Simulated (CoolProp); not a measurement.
The numbers come from the reference Helmholtz-energy equation of state, Thol 2021 in CoolProp.

**Question.** Give the vapour pressure (MPa), liquid density (kg/m³), vapour density (kg/m³), enthalpy of vaporisation (kJ/kg) of saturated chlorine at -15.35, -2.85 °C.

**Answer.** 
```tsv
T (°C)	p (MPa)	liquid density (kg/m³)	vapour density (kg/m³)	enthalpy of vaporisation (kJ/kg)
-15.35	0.215	1510	7.46	276
-2.85	0.335	1480	11.3	268
```
